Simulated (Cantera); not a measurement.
A perfectly stirred reactor is fed with H2 : O2 : N2 = 1 : 0.877 : 6.58 (molar parts), equivalence ratio 0.57, at 63000 Pa; it is adiabatic with a 450 K inlet, and is followed from long to short residence time, starting on the burning branch (τ in s: 0.14, 0.062, 0.027, 0.012, 0.0052, 0.0023, 0.00098, 0.00043, 0.00019, 8.2e-05, 3.6e-05, 1.6e-05, 6.8e-06).

Cantera simulation using the H2/O2 subset of GRI-Mech 3.0, which has no nitrogen chemistry; the numbers are that mechanism's predictions, not measurements.

One state of this run: T (K) = 1365; x H2 = 0.000424; x O2 = 0.0473; x OH = 0.000612; x HO2 = 6.64e-6; x H2O = 0.125; x H = 7.27e-5. x: mole fraction; the columns are a selection and need not sum to one.

### Question
Which value of τ (s) does it belong to?
(A) 0.062
(B) 0.012
(C) 0.0023
(D) 0.00043

### Answer
A, 0.062
